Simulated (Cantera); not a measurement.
A Cantera script and its output.

```python
import numpy as np
import cantera as ct

gas = ct.Solution("h2o2.yaml")
gas.TPX = 675, 660000, {'H2': 1, 'O2': 0.633, 'N2': 2.38, 'H2O': 0.017}
flame = ct.FreeFlame(gas, width=0.011)
flame.set_refine_criteria(ratio=3, slope=0.08, curve=0.16)
flame.transport_model = "mixture-averaged"
flame.solve(loglevel=0, auto=True)
z, T = flame.grid, flame.T
thick = (T[-1] - T[0]) / np.gradient(T, z).max()
show = ['H2', 'O2', 'OH', 'H2O', 'HO2', 'H']
print(f"laminar burning velocity  {flame.velocity[0] * 100:.3f} cm/s")
print(f"burnt temperature         {T[-1]:.1f} K")
print(f"thermal thickness         {thick * 1e3:.4f} mm")
print(f"grid points               {len(z)}")
z0 = z[flame.heat_release_rate.argmax()]
print(f"{'z/mm':>9s}{'T/K':>9s}{'u/(m/s)':>9s}" + "".join(f"{s:>11s}" for s in show))
rows = []
for k in (-3, -2, -1.5, -1, -0.5, -0.25, 0, 0.25, 0.5, 1, 2, 4, 8):
    zz = z0 + k * thick
    rows.append([k * thick, np.interp(zz, z, T), np.interp(zz, z, flame.velocity),
                 *(np.interp(zz, z, flame.X[gas.species_index(s)]) for s in show)])
    print(f"{rows[-1][0] * 1e3:9.3f}{rows[-1][1]:9.1f}{rows[-1][2]:9.3f}" + "".join(f"{x:11.3e}" for x in rows[-1][3:]))
```

It prints:

```
laminar burning velocity  605.519 cm/s
burnt temperature         2415.0 K
thermal thickness         0.0426 mm
grid points               109
     z/mm      T/K  u/(m/s)         H2         O2         OH        H2O        HO2          H
   -0.128    675.0    6.055  2.481e-01  1.571e-01  4.604e-14  4.219e-03  1.109e-09  4.934e-14
   -0.085    675.0    6.054  2.479e-01  1.571e-01  7.503e-12  4.221e-03  5.063e-08  8.308e-12
   -0.064    675.2    6.050  2.472e-01  1.573e-01  1.194e-10  4.229e-03  5.074e-07  1.430e-10
   -0.043    676.9    6.042  2.440e-01  1.579e-01  6.288e-09  4.308e-03  1.001e-05  1.744e-08
   -0.021    745.2    6.469  2.182e-01  1.604e-01  7.977e-05  9.512e-03  7.077e-04  1.003e-04
   -0.011   1034.2    8.676  1.694e-01  1.507e-01  1.131e-03  4.460e-02  8.355e-04  2.573e-03
    0.000   1454.6   11.914  9.996e-02  1.145e-01  4.322e-03  1.221e-01  4.468e-04  1.140e-02
    0.011   1755.5   14.252  4.925e-02  7.501e-02  1.011e-02  1.902e-01  2.295e-04  1.714e-02
    0.021   1926.3   15.565  2.875e-02  5.585e-02  1.437e-02  2.216e-01  1.325e-04  1.583e-02
    0.043   2098.3   16.833  1.834e-02  4.594e-02  1.655e-02  2.416e-01  7.012e-05  1.009e-02
    0.085   2241.8   17.842  1.208e-02  4.211e-02  1.522e-02  2.558e-01  3.562e-05  4.739e-03
    0.170   2339.7   18.507  6.835e-03  4.017e-02  1.220e-02  2.669e-01  1.812e-05  1.810e-03
    0.340   2393.3   18.861  3.529e-03  3.946e-02  9.243e-03  2.737e-01  1.089e-05  6.466e-04
```

Cantera simulation using the H2/O2 subset of GRI-Mech 3.0, which has no nitrogen chemistry; the numbers are that mechanism's predictions, not measurements. The hydrogen kinetics of GRI-Mech 3.0 are dated; newer H2 mechanisms differ, most at raised pressure. Burning velocities carry a grid error of a few per cent, more on coarse grids.
